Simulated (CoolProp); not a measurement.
The numbers come from the reference Helmholtz-energy equation of state, Lemmon 2006 in CoolProp. It is a short technical equation, of lower accuracy than the large ones.

Give the vapour pressure (kPa), surface tension (mN/m), liquid viscosity (µPa s) of saturated C3F8 (R218) at 186.1, 208.6, 253.5 K.


```csv
T (K),p (kPa),surface tension (mN/m),liquid viscosity (µPa s)
186.1,4.90,16.7,1170
208.6,23.6,13.9,717
253.5,207,8.52,331
```

Viscosity comes from a separate model (Huber 2003), an estimate that may be off by 10 % or more. Surface tension comes from a separate correlation (Mulero 2012).
